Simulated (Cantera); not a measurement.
# Thermodynamics of carbothermic reduction, feed PbO + C + N₂

Charge: 1 mol PbO, 0.51 mol C, 0.3 mol N₂, held at 1.20 bar.

These are equilibrium values from Cantera (NASA tables, ideal gas, pure condensed phases), not measurements of a reactor. Candidate condensed phases: C, Pb, PbO, PbO₂, Pb₃O₄; 27 gas species. Gases not in the tables: (PbO)n polymers. Kinetics and transport are ignored.

At 1900 K the condensed part is Pb(l). From 1950 K to 2300 K nothing is condensed.

| T (K) | log p Pb | log p CO₂ | log p N₂ | log p CO | log p PbO | log p Pb₂ | log p O₂ | n Pb(l) |
|---|---|---|---|---|---|---|---|---|
| 1900 | -0.29 | -0.45 | -0.62 | -1.25 | -1.39 | -2.81 | -4.94 | 0.313 |
| 1950 | -0.21 | -0.56 | -0.70 | -1.22 | -1.33 | -2.69 | -4.80 | 0 |
| 2000 | -0.22 | -0.56 | -0.70 | -1.18 | -1.28 | -2.75 | -4.52 | 0 |
| 2050 | -0.22 | -0.57 | -0.70 | -1.14 | -1.24 | -2.79 | -4.26 | 0 |
| 2100 | -0.22 | -0.58 | -0.70 | -1.11 | -1.19 | -2.84 | -4.01 | 0 |
| 2150 | -0.23 | -0.59 | -0.70 | -1.08 | -1.16 | -2.89 | -3.78 | 0 |
| 2200 | -0.23 | -0.60 | -0.70 | -1.05 | -1.12 | -2.93 | -3.56 | 0 |
| 2250 | -0.24 | -0.62 | -0.70 | -1.02 | -1.09 | -2.98 | -3.35 | 0 |
| 2300 | -0.24 | -0.63 | -0.70 | -0.99 | -1.06 | -3.02 | -3.15 | 0 |
log p: log10 of the partial pressure in bar; n: condensed amount in mol.
